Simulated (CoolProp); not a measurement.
Ammonia at 293.15 K and 0.316 MPa is compressed adiabatically to 1.24 MPa with isentropic efficiency 0.7. Each further row changes one setting.

Values from CoolProp's reference Helmholtz-energy equation of state, Gao 2020.

| case | work (kJ/kg) | final temperature (K) | final density (kg/m³) |
|---|---|---|---|
| as stated | ___ | ___ | ___ |
| efficiency 1 | ___ | 399.4 | ___ |
| efficiency 0.65 | ___ | ___ | ___ |

Q: Fill in the missing entries.

A: 
- as stated, work (kJ/kg): 315
- as stated, final temperature (K): 437.5
- as stated, final density (kg/m³): 5.99
- efficiency 1, work (kJ/kg): 221
- efficiency 1, final density (kg/m³): 6.65
- efficiency 0.65, work (kJ/kg): 339
- efficiency 0.65, final temperature (K): 447.2
- efficiency 0.65, final density (kg/m³): 5.85
